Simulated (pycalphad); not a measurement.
Source of the numbers: pycalphad with the COST 507 light-alloy database (1999); pressure 1 atm. The database dates from 1999; later assessments differ in places, in temperatures and in the compounds included. Amounts are mole fractions of atoms.

Problem. Give the equilibrium state of Sn-1.48Si (wt.%) at 777 °C.

Solution. LIQUID, fraction 0.946, with 0.13 Si wt.%; DIAMOND_A4, fraction 0.054, with >99.99 Si wt.%.

Problem. Give the equilibrium state of Sn-1.48Si (wt.%) at 227 °C.

Solution. BCT_A5, fraction 0.940, with no Si wt.%; DIAMOND_A4, fraction 0.060, with >99.99 Si wt.%.

DIAMOND_A4 is diamond (Si); BCT_A5 is bct (Sn). An entry "none" or "no" means that the model of the phase leaves that element out.
